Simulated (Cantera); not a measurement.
A Cantera script and what it prints.

```python
import numpy as np
import cantera as ct

gas_names = """
    NO ZrO2 N2
""".split()
cond_names = """
    ZrN(s) ZrN(L)
""".split()


# ... load() reads the species with a 1 bar reference pressure and builds the phases ...
species = {s.name: s for s in load("nasa_gas.yaml", gas_names) + load("nasa_condensed.yaml", cond_names)}
# Each term lists the table entries of one substance; the one whose range holds T is used.
reactions = {
    '2 ZrN + 4 NO(g) = 2 ZrO2(g) + 3 N2(g)':
        [(-2, ['ZrN(s)', 'ZrN(L)']), (-4, ['NO']), (2, ['ZrO2']), (3, ['N2'])],
}


def pick(names, T):
    return next(species[n] for n in names if species[n].thermo.min_temp <= T <= species[n].thermo.max_temp)


results = []
for label, terms in reactions.items():
    print(label)
    print("     T/K   dH/kJ  dS/(J/K)   dG/kJ   log10 K")
    for T in [1373, 1473, 1573, 1673, 1773]:
        used = [(nu, pick(names, T)) for nu, names in terms]
        dH = sum(nu * s.thermo.h(T) for nu, s in used) / 1e6
        dS = sum(nu * s.thermo.s(T) for nu, s in used) / 1e3
        dG = dH - T * dS / 1e3
        logK = -dG * 1e6 / (ct.gas_constant * T * np.log(10))
        results.append((label, T, dH, dS, dG, logK, [s.name for _, s in used]))
        print(f"{T:8g} {dH:8.1f} {dS:8.1f} {dG:8.1f} {logK:8.2f}")
```

Result:

```
2 ZrN + 4 NO(g) = 2 ZrO2(g) + 3 N2(g)
     T/K   dH/kJ  dS/(J/K)   dG/kJ   log10 K
    1373   -237.6    160.8   -458.3    17.44
    1473   -241.2    158.2   -474.3    16.82
    1573   -245.0    155.8   -490.0    16.27
    1673   -248.9    153.4   -505.4    15.78
    1773   -252.9    151.0   -520.6    15.34
```

Standard-state values (1 bar) from the NASA 1993 polynomials, evaluated with Cantera. ZrN: taken at fixed stoichiometry. Condensed species are held in their standard states even where they would react or evaporate.
